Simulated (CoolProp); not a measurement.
The numbers come from the reference Helmholtz-energy equation of state, Thol 2019 in CoolProp.

Question: For dodecamethylpentasiloxane (MD3M), give the phase and the density (kg/m³), cp (kJ/(kg K)), Joule-Thomson coefficient (K/MPa), isothermal compressibility (1/MPa) at -52.95 °C and 32.6 bar; 1.55 °C and 43.7 bar.

Answer: 
- -52.95 °C and 32.6 bar: liquid; density 949, cp 1.46, Joule-Thomson coefficient -0.556, isothermal compressibility 0.000851
- 1.55 °C and 43.7 bar: liquid; density 897, cp 1.64, Joule-Thomson coefficient -0.484, isothermal compressibility 0.00121
